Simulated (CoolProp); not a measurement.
The fluid at 364.73 K and 2.83 MPa flows at 0.054 m/s in a round tube of 6 mm bore and 45 µm roughness, fully developed (64/Re and Nu = 3.66 if laminar; Colebrook and Gnielinski if turbulent). The same conditions are run with several fluids, on thermodynamics alone (safety and materials aside).

The numbers come from the reference Helmholtz-energy equation of state of each fluid (methanol: de Reuck 1993; toluene: Lemmon 2006; n-butane: Bücker 2006; m-xylene: Zhou 2012) in CoolProp.

| fluid | Reynolds number | Darcy friction factor | pressure drop (Pa/m) | heat-transfer coefficient (W/(m² K)) | mass flow (kg/h) |
|---|---|---|---|---|---|
| methanol | 947 | 0.0676 | 11.9 | 115 | 3.98 |
| toluene | ? | ? | ? | 69.2 | ? |
| n-butane | 1790 | 0.0357 | 4.24 | 50.4 | 2.69 |
| m-xylene | 817 | 0.0783 | 15.3 | 69.5 | ? |

Q: Some entries are withheld; supply them.

A: 
- toluene, Reynolds number: 880
- toluene, Darcy friction factor: 0.0728
- toluene, pressure drop (Pa/m): 14.2
- toluene, mass flow (kg/h): 4.41
- m-xylene, mass flow (kg/h): 4.42

Transport values come from each fluid's own correlations.
